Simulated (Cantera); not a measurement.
# Equilibrium for roasting and sulfation: FeS2 + H2S + N2

Feed: 1 mol FeS2, 0.8 mol H2S, 1 mol N2, equilibrated at 13000 Pa.

These are equilibrium values from Cantera (NASA tables, ideal gas, pure condensed phases), not measurements of a reactor. Candidate condensed phases: Fe, FeS, FeS2, S; 16 gas species. FeS: taken at fixed stoichiometry. Gases not in the tables: S3 to S7. Kinetics and transport are ignored.

```tsv
T (K)	x N2	x H2S	x S2	x H2	x SH	n FeS2(s)	n FeS(s)	n FeS(l)
723	0.555	0.440	0.00176	0.00351	6.49e-8	1.00	0	0
823	0.552	0.430	0.00573	0.0115	9.62e-7	1.00	0	0
923	0.433	0.341	0.220	0.00603	1.41e-5	0	1.00	0
1023	0.431	0.327	0.224	0.0180	6.37e-5	0	1.00	0
1123	0.426	0.299	0.234	0.0414	0.000215	0	1.00	0
1223	0.418	0.258	0.247	0.0765	0.000577	0	1.00	0
1323	0.409	0.209	0.263	0.118	0.00128	0	1.00	0
1423	0.400	0.161	0.278	0.158	0.00246	0	1.00	0
1523	0.393	0.121	0.291	0.191	0.00418	0	0	1.00
1623	0.387	0.0896	0.300	0.217	0.00648	0	0	1.000
1723	0.383	0.0664	0.306	0.235	0.00937	0	0	1.000
1823	0.379	0.0496	0.309	0.247	0.0128	0	0	1.000
1923	0.376	0.0375	0.310	0.255	0.0168	0	0	0.999
```
x: gas mole fraction; n: condensed amount in mol.

From 723 K to 823 K the condensed part is FeS2(s). From 923 K to 1423 K the condensed part is FeS(s). From 1523 K to 1923 K the condensed part is FeS(l).
